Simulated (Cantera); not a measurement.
What does this Cantera script print?

```python
import numpy as np
import cantera as ct

gas_names = """
    Ca CaCL CaCL2 CaO Ca2 CL CLO CL2 O O2 O3
""".split()
cond_names = """
    Ca(a) Ca(b) Ca(L) CaCL2(s) CaCL2(L) CaO(s) CaO(L)
""".split()


# ... load() reads the species with a 1 bar reference pressure and builds the phases ...
atoms = {
    'CaO': {'Ca': 1, 'O': 1},
    'Cl2': {'CL': 2},
}
top_T = {}  # K; cautious upper limits of use, not melting points


# ... equilibrate(T, P, feed) seeds the gas with the atoms and calls Mixture.equilibrate('TP', solver="vcs", rtol=1e-11, max_steps=5000) ...
results = []
feed = {'CaO': 1, 'Cl2': 16}  # mol
T = 1875  # K
P = 7400  # Pa
mix = equilibrate(T, P, feed)
results.append((T, P, feed, dict(zip(mix.species_names, mix.species_moles))))
x = sorted(zip(gas.X, gas.species_names), reverse=True)
print(f"T = {T:g} K  P = {P:g} Pa  gas = {mix.phase_moles(0):.4g} mol")
print("   x: " + "  ".join(f"{s} {v:.3e}" for v, s in x if v > 0.001))
print("   condensed (mol): " + ("  ".join(f"{mix.phase(i).name} {mix.phase_moles(i):.4g}"
      for i in range(1, mix.n_phases) if mix.phase_moles(i) > 1e-12) or "none"))
```

Output:

```
T = 1875 K  P = 7400 Pa  gas = 26.14 mol
   x: CL 7.376e-01  CL2 2.048e-01  CaCL2 3.825e-02  O2 1.884e-02
   condensed (mol): none
```

Cantera equilibrium calculation (NASA polynomials, part measured and part estimated; ideal gas, pure solids and liquids).
